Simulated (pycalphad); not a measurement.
An equivalent pycalphad script:

```python
from pycalphad import Database, equilibrium, calculate, variables as v
import numpy as np
db = Database('COST507.tdb')
comps = ['AL', 'SI', 'C', 'VA']
phases = ['AL4C3', 'AL4SIC4', 'AL8SIC7', 'CSI', 'DIAMOND_A4', 'FCC_A1', 'GRAPHITE', 'LIQUID']
eq = equilibrium(db, comps, phases, {v.X('SI'): 0.0065, v.X('C'): 0.0914, v.T: np.arange(1850, 499, -25), v.P: 101325, v.N: 1}, output=['HM', 'SM'])
```

CALPHAD calculation (pycalphad, COST 507 light-alloy database (1999)), 1 atm. These are 1990s assessments: newer ones move some temperatures and phases. Amounts are mole fractions of atoms. Diffusion is slow at the low end, where real alloys seldom reach equilibrium.

Results at three of the temperatures:

```
T = 1725.00 K, P = 101325 Pa, N = 1 mol of atoms
G = -100189 J/mol, H = 43621 J/mol, S = 83.37 J/(mol K)  (SER reference)
chemical potentials (J/mol): Al -103038, Si -152944, C -68312
phase             fraction      x(Al)      x(Si)       x(C)
LIQUID              0.7898     0.9902     0.0081     0.0017
AL4C3               0.2102     0.5711   0.000371     0.4286
```

```
T = 850.00 K, P = 101325 Pa, N = 1 mol of atoms
G = -36481 J/mol, H = 7807 J/mol, S = 52.10 J/(mol K)  (SER reference)
chemical potentials (J/mol): Al -32973, Si -49445, C -70182
phase             fraction      x(Al)      x(Si)       x(C)
FCC_A1              0.7888     0.9996   0.000388   7.96e-13
AL4C3               0.1123     0.5713   0.000101     0.4286
AL8SIC7             0.0989     0.5000     0.0625     0.4375
```

```
T = 625.00 K, P = 101325 Pa, N = 1 mol of atoms
G = -25717 J/mol, H = 1344 J/mol, S = 43.30 J/(mol K)  (SER reference)
chemical potentials (J/mol): Al -21169, Si -41371, C -69489
phase             fraction      x(Al)      x(Si)       x(C)
FCC_A1              0.7889     1.0000   7.79e-06   1.84e-14
AL4C3               0.1072     0.5714   3.52e-06     0.4286
AL8SIC7             0.1039     0.5000     0.0625     0.4375
```

Changes of the phase set, refined by bisection:

| T (K) | phases above | phases below |
|---|---|---|
| 928.5 | AL4C3 + liquid | AL4C3 + fcc + liquid |
| 927.8 | AL4C3 + fcc + liquid | AL4C3 + AL8SIC7 + fcc |

Database names, with the compositions (at.%) that they take in these runs: AL4C3: Al 57 C 43; AL8SIC7: Al 50 C 44 Si 6. FCC_A1 is fcc.
